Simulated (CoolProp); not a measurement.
A closed Brayton cycle with nitrogen: compressor inlet 312.15 K and 5.7 MPa, high pressure 11.6 MPa, turbine inlet 830 K, compressor efficiency 0.89, turbine efficiency 0.85, recuperator effectiveness 0.9 (on enthalpy, no pinch check). Each further row changes one setting.

The numbers come from the reference Helmholtz-energy equation of state, Span 2000 in CoolProp.

| case | thermal efficiency (%) | net work (kJ/kg) | compressor to turbine work | compressor exit (K) | turbine exit (K) |
|---|---|---|---|---|---|
| as stated | 31.4 | 56.3 | 0.60 | 392.4 | 708.2 |
| turbine inlet 780 K | [?] | [?] | [?] | 392.4 | [?] |
| compressor inlet 322.15 K | [?] | [?] | [?] | 404.9 | 708.2 |
| high pressure 9.86 MPa | 30.8 | 47.3 | 0.57 | [?] | 734.4 |
| recuperator effectiveness 0.5 | 17.7 | 56.3 | 0.60 | 392.4 | 708.2 |

### Question
Complete the blanks.

### Answer

- turbine inlet 780 K, thermal efficiency (%): 28.8
- turbine inlet 780 K, net work (kJ/kg): 47.8
- turbine inlet 780 K, compressor to turbine work: 0.64
- turbine inlet 780 K, turbine exit (K): 664.4
- compressor inlet 322.15 K, thermal efficiency (%): 30.1
- compressor inlet 322.15 K, net work (kJ/kg): 53.4
- compressor inlet 322.15 K, compressor to turbine work: 0.62
- high pressure 9.86 MPa, compressor exit (K): 372.6
